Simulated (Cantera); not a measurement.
Charge: 1 mol BCl3, 1.7 mol O2, 150 mol N2, equilibrated at 1123 K and 7.30 mbar.

Cantera equilibrium calculation (NASA polynomials, part measured and part estimated; ideal gas, pure solids and liquids). Candidate condensed phases: B, BN, B2O3; 25 gas species. Kinetics and transport are ignored.

Base state: N2 0.983, Cl2 0.00873, O2 0.00621, Cl 0.00219, NO 2.00e-5 (mole fractions); condensed: B2O3(l).

Problem. What changes in the equilibrium state with this change: O2 from 1.7 to 0.23 mol?

Solution. 
| species | before | after |
|---|---|---|
| N2 | 0.983 | 0.992 |
| BCl3 | 1.37e-8 | 0.00365 |
| Cl2 | 0.00873 | 0.00246 |
| O2 | 0.00621 | <1e-9 |
| B3O3Cl3 | 3.47e-9 | 0.000925 |
| NO | 2.00e-5 | 1.37e-9 |
| BOCl | 4.59e-7 | 2.95e-5 |
| B2O3(l), mol | 0.500 | 0.0119 |
The tables' values for BOCl are old estimates; treat these amounts as uncertain.

Problem. What changes in the equilibrium state with this change: temperature from 1123 K to 1225 K?

Solution. 
| species | before | after |
|---|---|---|
| N2 | 0.983 | 0.981 |
| Cl2 | 0.00873 | 0.00685 |
| O2 | 0.00621 | 0.00619 |
| Cl | 0.00219 | 0.00591 |
| NO | 2.00e-5 | 4.52e-5 |
| B2O3(l), mol | 0.500 | 0.499 |

Problem. What changes in the equilibrium state with this change: temperature from 1123 K to 2373.15 K?

Solution. 
```
species        before     after
------------  -------  --------
N2              0.983     0.966
Cl            0.00219    0.0192
O             4.06e-9   0.00443
Cl2           0.00873   4.44e-7
BO2           1.71e-8   0.00289
BO              <1e-9   0.00172
B2O3          8.47e-8  0.000854
BOCl          4.59e-7  0.000128
NO            2.00e-5   0.00221
O2            0.00621   0.00254
B2O3(l), mol    0.500         0
```
The tables' values for BOCl are old estimates; treat these amounts as uncertain.
